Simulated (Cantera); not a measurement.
Mixture: CH4 : H2 : O2 : N2 : H2O : CO2 = 1 : 0.84 : 1.73 : 6.5 : 0.22 : 0.68 (molar parts), at 24.7 atm, adiabatic and at constant volume. Ignition delay is the time to a rise of 400 K.

Cantera simulation using GRI-Mech 3.0 (53 species, 325 reactions); the numbers are that mechanism's predictions, not measurements. The pressure lies above the range GRI-Mech 3.0 was tuned for (to about 10 atm).

**Question.** Predict: delay at 1100 K; delay at 1300 K; delay at 1500 K; delay at 1700 K; delay at 1900 K; apparent activation energy between 1800 and 2000 K.

**Answer.** 
| Quantity | Result |
|---|---|
| delay at 1100 K | 0.945 ms |
| delay at 1300 K | 55.3 µs |
| delay at 1500 K | 12.4 µs |
| delay at 1700 K | 4.30 µs |
| delay at 1900 K | 1.70 µs |
| apparent activation energy between 1800 and 2000 K | 130 kJ/mol |
